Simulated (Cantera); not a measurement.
# Low-pressure radical oxidation in H2/O2

An isothermal, constant-pressure homogeneous reactor starts with 0.951 % H₂, 99.0 % O₂, equivalence ratio 0.0048, at 1150 K and 20.0 Torr.

Cantera simulation using GRI-Mech 3.0 (53 species, 325 reactions); the numbers are that mechanism's predictions, not measurements. Radical loss at walls, strong at low pressure, is not modelled.

```tsv
t (s)	x H₂	x O₂	x H	x H₂O₂	x H₂O	x HO₂	x OH
2.00e-5	0.00951	0.990	9.19e-11	<1e-12	1.42e-12	1.29e-10	3.73e-11
4.85e-5	0.00951	0.990	1.56e-10	<1e-12	1.60e-11	3.14e-10	1.63e-10
0.000118	0.00951	0.990	2.44e-10	<1e-12	1.50e-10	7.62e-10	5.84e-10
0.000285	0.00951	0.990	4.92e-10	<1e-12	1.27e-9	1.86e-9	2.02e-9
0.000691	0.00951	0.990	2.00e-9	1.51e-12	1.31e-8	4.58e-9	1.06e-8
0.00168	0.00951	0.990	4.47e-8	9.64e-12	4.21e-7	1.44e-8	2.52e-7
0.00406	0.00865	0.990	7.24e-5	1.29e-8	0.000645	2.38e-6	0.000348
0.00985	5.26e-5	0.983	0.000380	4.23e-8	0.00895	2.14e-6	0.000642
0.0239	2.72e-5	0.985	0.000213	3.57e-8	0.00914	1.74e-6	0.000506
0.0579	1.41e-5	0.988	7.96e-5	3.34e-8	0.00930	1.27e-6	0.000365
0.140	4.93e-6	0.989	1.66e-5	2.75e-8	0.00943	7.34e-7	0.000217
0.340	1.24e-6	0.990	2.14e-6	1.79e-8	0.00950	3.25e-7	0.000110
0.825	2.69e-7	0.990	2.24e-7	8.41e-9	0.00953	1.14e-7	5.20e-5
2.00	5.94e-8	0.990	2.40e-8	3.03e-9	0.00954	3.51e-8	2.48e-5
```
x: mole fraction; the columns are a selection and need not sum to one.

Equilibrium at this temperature and pressure: H₂ 2.54e-10, O₂ 0.990, H 7.33e-12, H₂O₂ 2.33e-11, H₂O 0.00955, HO₂ 3.00e-9, OH 1.67e-6 (gas phase only).
